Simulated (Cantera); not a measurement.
Input: 1 mol B, 9 mol O2, 57 mol N2, held at 2098.15 K and 83.0 Pa.

Method: chemical equilibrium by Gibbs-energy minimisation in Cantera with the NASA 1993 tables (ideal gas, pure condensed phases). Candidate condensed phases: B, BN, B2O3; 17 gas species. The numbers say what is thermodynamically allowed, not how fast it happens.

Base state: N2 0.854, O2 0.110, O 0.0158, BO2 0.00924, NO 0.00747, B2O3 0.00270, BO 0.000403 (mole fractions); condensed: gas only.

Problem. What changes in the equilibrium state with this change: N2 from 57 to 4.8 mol?

Solution. 
```tsv
species	before	after
O2	0.110	0.560
N2	0.854	0.339
O	0.0158	0.0357
BO2	0.00924	0.0356
B2O3	0.00270	0.0178
NO	0.00747	0.0106
BO	0.000403	0.000687
```
